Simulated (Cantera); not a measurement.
A freely propagating, adiabatic, planar premixed flame of 37.7 % H2, 11.8 % O2, 44.1 % N2, 6.41 % H2O, equivalence ratio 1.6, unburnt at 525 K and 0.260 bar; mixture-averaged transport, grid criteria slope 0.08 and curve 0.16, no radiation.

Cantera simulation using the H2/O2 subset of GRI-Mech 3.0, which has no nitrogen chemistry; the numbers are that mechanism's predictions, not measurements. Burning velocities carry a grid error of a few per cent, more on coarse grids.

Question: Predict: laminar burning velocity; thermal thickness; peak x(H); peak x(H2O2); peak x(OH).

Answer: 
| Property | Value |
|---|---|
| laminar burning velocity | 581 cm/s |
| thermal thickness | 2.38 mm |
| peak x(H) | 0.0967 |
| peak x(H2O2) | 6.79e-6 |
| peak x(OH) | 0.00863 |
